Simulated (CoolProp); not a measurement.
Water along the isobar 100 MPa: fugacity coefficient from the reference equation and from simpler models built on Tc = 373.9 °C, pc = 22.06 MPa, ω = 0.344; each cubic takes its own stable root.

Values from CoolProp's reference Helmholtz-energy equation of state, Wagner 2002.

```json
[
 {"T (°C)": "341.65", "phase": "liquid", "reference": "0.1626", "van der Waals": "0.2807", "Peng-Robinson": "?"},
 {"T (°C)": "367.65", "phase": "liquid", "reference": "0.2047", "van der Waals": "0.3122", "Peng-Robinson": "?"},
 {"T (°C)": "393.75", "phase": "supercritical", "reference": "0.2511", "van der Waals": "0.3440", "Peng-Robinson": "0.2800"},
 {"T (°C)": "419.85", "phase": "supercritical", "reference": "0.3005", "van der Waals": "0.3758", "Peng-Robinson": "?"},
 {"T (°C)": "445.85", "phase": "supercritical", "reference": "0.3518", "van der Waals": "0.4072", "Peng-Robinson": "0.3847"},
 {"T (°C)": "471.95", "phase": "supercritical", "reference": "0.4040", "van der Waals": "0.4382", "Peng-Robinson": "0.4374"},
 {"T (°C)": "497.95", "phase": "supercritical", "reference": "0.4556", "van der Waals": "0.4686", "Peng-Robinson": "0.4886"},
 {"T (°C)": "524.05", "phase": "supercritical", "reference": "0.5058", "van der Waals": "0.4983", "Peng-Robinson": "0.5379"},
 {"T (°C)": "550.15", "phase": "supercritical", "reference": "0.5535", "van der Waals": "0.5272", "Peng-Robinson": "?"},
 {"T (°C)": "576.15", "phase": "supercritical", "reference": "0.5979", "van der Waals": "0.5550", "Peng-Robinson": "0.6283"}
]
```

Task: Complete the blanks.

Result: 
- 341.65, Peng-Robinson: 0.1842
- 367.65, Peng-Robinson: 0.2303
- 419.85, Peng-Robinson: 0.3319
- 550.15, Peng-Robinson: 0.5847
